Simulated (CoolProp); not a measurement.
Vapour-liquid equilibrium of C2F6 (R116) (1) + R134a (2) at 0.146 MPa; x and y are mole fractions of (1).

The numbers come from the multi-fluid Helmholtz-energy mixture model, Lemmon 2006 and Tillner-Roth 1994; pair parameters Bell 2016 in CoolProp.

```csv
x,bubble temperature (°C),y at the bubble point,dew temperature at overall composition x (°C),liquid density (mol/L)
0.05,-40.2,0.656,-19.0,13.69
0.125,-56.8,0.873,-20.9,13.85
0.2,-63.4,0.920,-23.0,13.74
0.275,-66.3,0.936,-25.1,13.53
0.35,-67.4,0.942,-27.5,13.28
0.425,-67.9,0.945,-30.1,13.02
0.5,-68.0,0.945,-32.9,12.75
0.575,-68.1,0.946,-36.2,12.50
0.65,-68.2,0.947,-39.9,12.26
0.725,-68.5,0.950,-44.2,12.03
0.8,-68.9,0.955,-49.7,11.83
0.875,-69.6,0.965,-57.1,11.65
0.95,-70.4,0.982,-68.5,11.49
```

No azeotrope shows between x = 0.05 and 0.95.

Pair parameters are fitted to limited data, so mixtures are less certain than the pure fluids. With so large a gap from Raoult's law the liquid may split in two, which this calculation doesn't test in full.
